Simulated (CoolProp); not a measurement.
Saturation properties of R141b.

Model: reference Helmholtz-energy equation of state, Lemmon 2006, in CoolProp. It is a short technical equation, of lower accuracy than the large ones.

```tsv
T (K)	p (MPa)	liquid density (kg/m³)	enthalpy of vaporisation (kJ/kg)	surface tension (mN/m)	liquid viscosity (µPa s)	liquid conductivity (mW/(m K))
280.4	0.03871	1268	(withheld)	20.4	503	95.9
290	(withheld)	1249	229.9	19.2	448	93.2
299.5	0.08258	1231	225.4	18.0	401	90.5
309.1	(withheld)	1212	220.8	16.9	361	87.8
318.6	0.1586	1193	216.1	15.7	326	85.2
328.2	0.2131	1174	211.2	14.6	295	82.6
337.7	(withheld)	1154	206.1	13.4	268	80.2
347.2	0.3619	1133	(withheld)	12.3	(withheld)	77.7
356.8	0.4617	(withheld)	195.1	11.2	222	75.3
366.3	0.5795	1089	189.3	10.2	202	73.1
375.9	0.7198	1066	183.0	9.12	185	70.8
385.4	0.8820	1042	176.3	8.10	169	68.7
395	1.072	1016	169.1	(withheld)	154	66.6
```

Question: Fill in the missing entries.

Answer: 
- 280.4, enthalpy of vaporisation (kJ/kg): 234.3
- 290, p (MPa): 0.05749
- 309.1, p (MPa): 0.1160
- 337.7, p (MPa): 0.2800
- 347.2, enthalpy of vaporisation (kJ/kg): 200.8
- 347.2, liquid viscosity (µPa s): 244
- 356.8, liquid density (kg/m³): 1111
- 395, surface tension (mN/m): 7.09

It boils at 305.2 K under 1 atm.

Viscosity comes from a separate model (Huber 2003), an estimate that may be off by 10 % or more. Thermal conductivity comes from a separate model (Huber 2003), an estimate that may be off by 10 % or more. Surface tension comes from a separate correlation (Mulero 2012).
